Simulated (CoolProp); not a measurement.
Saturation properties of C3F8 (R218).

Computed with CoolProp (reference Helmholtz-energy equation of state, Lemmon 2006). It is a short technical equation, of lower accuracy than the large ones.

```tsv
T (K)	p (MPa)	liquid density (kg/m³)	vapour density (kg/m³)	liquid cp (kJ/(kg K))	liquid conductivity (mW/(m K))
161.1	0.0004541	1883	0.06382	0.8350	80.0
170.4	0.001213	1850	0.1614	0.8497	78.2
179.6	0.002849	1818	0.3604	0.8650	76.2
188.8	0.006063	1786	0.7319	0.8809	74.1
198	0.01187	1754	1.373	0.8975	72.0
207.2	0.02166	1721	2.409	0.9148	69.7
216.5	0.03738	1687	4.014	0.9330	67.3
225.7	0.06088	1653	6.340	0.9519	64.9
234.9	0.09480	1617	9.616	0.9718	62.4
244.1	0.1420	1581	14.09	0.9930	59.9
253.3	0.2055	1543	20.07	1.016	57.4
262.5	0.2887	1503	27.88	1.040	54.9
271.8	0.3966	1461	38.11	1.068	52.3
281	0.5307	1416	51.08	1.100	49.8
```

It boils at 236.4 K under 1 atm.

Thermal conductivity comes from a separate model (Huber 2003), an estimate that may be off by 10 % or more.
